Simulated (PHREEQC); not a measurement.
Synthetic water in mg/L, 30 °C, pH 6.43, pe 10.9:

| constituent | mg/L |
|---|---|
| Na | 2590 |
| K | 248 |
| Ca | 189 |
| Mg | 533 |
| Cl | 5430 |
| S(6) as SO4 | 932 |
| Alkalinity as HCO3 | 0.000178 |
| Br | 1.53 |
| Cd | 21.9 |

Valence states are taken as typed.

The numbers come from PHREEQC with the ion-association model, phreeqc.dat.

### Question
The ionic strength comes out as 0.196 mol/kgw. What activity coefficients do Ca+2, Na+, SO4-2, K+, Cl- get?

### Answer
Ca+2 0.32, Na+ 0.75, SO4-2 0.29, K+ 0.71, Cl- 0.71.

This is a speciation only: nothing precipitates in the calculation.
